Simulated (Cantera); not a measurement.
Input (Python, Cantera) and output of one run.

```python
import numpy as np
import cantera as ct

gas_names = """
    H H2 Si SiH SiH2 SiH3 SiH4 Si2 Si3
""".split()
cond_names = """
    Si(cr) Si(L)
""".split()


def load(file, names, dense=False):
    # The tables refer to 1 bar. Condensed volumes are neglected.
    table = {s.name: s for s in ct.Species.list_from_file(file)}
    out = []
    for n in names:
        d = dict(table[n].input_data)
        d["thermo"] = dict(d["thermo"], **{"reference-pressure": 1e5})
        if dense:
            d["equation-of-state"] = {"model": "constant-volume", "density": "1e6 g/cm^3"}
        out.append(ct.Species.from_dict(d))
    return out


gas = ct.Solution(thermo="ideal-gas", species=load("nasa_gas.yaml", gas_names))
cond = {s.name: ct.Solution(thermo="fixed-stoichiometry", species=[s], name=s.name)
        for s in load("nasa_condensed.yaml", cond_names, dense=True)}
atoms = {
    'Si': {'Si': 1},
    'H2': {'H': 2},
}
top_T = {}  # K; cautious upper limits of use, not melting points


def equilibrate(T, P, feed):
    n = {}
    for name, mol in feed.items():
        for a, k in atoms[name].items():
            n[a] = n.get(a, 0.0) + k * mol
    gas.TPX = T, P, n
    mass = sum(n.values()) * gas.mean_molecular_weight
    gas.equilibrate("TP")
    valid = [c for c in cond.values() if c.min_temp <= T <= top_T.get(c.name, c.max_temp)]
    mix = ct.Mixture([(gas, mass / gas.mean_molecular_weight)] + [(c, 0.0) for c in valid])
    mix.T, mix.P = T, P
    mix.equilibrate("TP", solver="vcs", rtol=1e-11, max_steps=5000)
    return mix


results = []
feed = {'Si': 1, 'H2': 0.55}  # mol
P = 380000  # Pa
for T in [523, 623, 723, 823, 923, 1023, 1123, 1223, 1323, 1423, 1523, 1623, 1723]:
    mix = equilibrate(T, P, feed)
    results.append((T, P, feed, dict(zip(mix.species_names, mix.species_moles))))

top = {s: max(r[3][s] / sum(r[3][g] for g in gas_names) for r in results) for s in gas_names}
cols = sorted((s for s in top if top[s] > 0.0001), key=lambda s: -top[s])[:8]
seen = [c for c in cond_names if any(r[3].get(c, 0) > 1e-12 for r in results)]
print("log10 of partial pressures in bar; condensed amounts in mol")
print(f"{'T/K':>10s}" + "".join(f"{s[:9]:>10s}" for s in cols + seen))
for T, P, feed, n in results:
    ng = sum(n[g] for g in gas_names)
    print(f"{T:10.4g}" + "".join(f"{np.log10(max(n[s] / ng * P / 1e5, 1e-99)):10.3f}" for s in cols)
          + "".join(f"{n.get(c, 0):10.4g}" for c in seen))
```

Result:

```
log10 of partial pressures in bar; condensed amounts in mol
       T/K        H2    Si(cr)     Si(L)
       523     0.580         1         0
       623     0.580         1         0
       723     0.580         1         0
       823     0.580         1         0
       923     0.580         1         0
      1023     0.580         1         0
      1123     0.580         1         0
      1223     0.580         1         0
      1323     0.580         1         0
      1423     0.580         1         0
      1523     0.580         1         0
      1623     0.580         1         0
      1723     0.580         0         1
```

Equilibrium computed with Cantera from the NASA thermochemical tables; the gas is ideal and each condensed phase is pure. Gases not in the tables: Si2H6 and higher silanes.
